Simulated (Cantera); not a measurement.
An isothermal, constant-pressure homogeneous reactor starts with 6.67 % C2H6, 93.3 % H2, at 1125 K and 0.760 atm.

Computed with Cantera and GRI-Mech 3.0 (53 species, 325 reactions). GRI-Mech 3.0 stops at C3 and has no aromatics, soot or wall deposition, so with more carbon than oxygen in the feed, carbon stays in small species such as C2H2 where larger ones or solid carbon would form.

Task: Predict: x(C2H6) at 50.0 s; x(H2) at 50.0 s; x(C2H2) at 50.0 s; x(C2H4) at 50.0 s; x(CH4) at 50.0 s.

Result: 
```
Item                                                  Value
-----------------  ----------------------------------------
x(C2H6) at 50.0 s  0.000709 (gas-phase equilibrium 9.64e-6)
x(H2) at 50.0 s         0.871 (gas-phase equilibrium 0.867)
x(C2H2) at 50.0 s  0.000101 (gas-phase equilibrium 1.30e-6)
x(C2H4) at 50.0 s   0.00275 (gas-phase equilibrium 3.65e-5)
x(CH4) at 50.0 s        0.126 (gas-phase equilibrium 0.133)
```
